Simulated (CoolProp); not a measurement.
The fluid at 298.15 K and 0.474 MPa expands adiabatically to 0.0395 MPa with isentropic efficiency 0.8. The same conditions are run with several fluids, on thermodynamics alone (safety and materials aside).

Values from CoolProp's reference Helmholtz-energy equation of state of each fluid (R125: Lemmon 2005; hydrogen sulfide: Lemmon 2006; propylene: Lemmon 2013; fluorine: de Reuck 1990; carbonyl sulfide: Lemmon 2006).

```json
[
 {"fluid": "R125", "work (kJ/kg)": "35.0", "final temperature (K)": "244.7", "final phase": "gas", "final density (kg/m³)": "2.36"},
 {"fluid": "hydrogen sulfide", "work (kJ/kg)": "108", "final temperature (K)": "195.9", "final phase": "two-phase, vapour fraction 0.977", "final density (kg/m³)": "0.856"},
 {"fluid": "propylene", "work (kJ/kg)": "94.1", "final temperature (K)": "222.7", "final phase": "gas", "final density (kg/m³)": "0.911"},
 {"fluid": "fluorine", "work (kJ/kg)": "93.8", "final temperature (K)": "179.8", "final phase": "gas", "final density (kg/m³)": "1.01"},
 {"fluid": "carbonyl sulfide", "work (kJ/kg)": "62.4", "final temperature (K)": "204.5", "final phase": "two-phase, vapour fraction 0.977", "final density (kg/m³)": "1.45"}
]
```
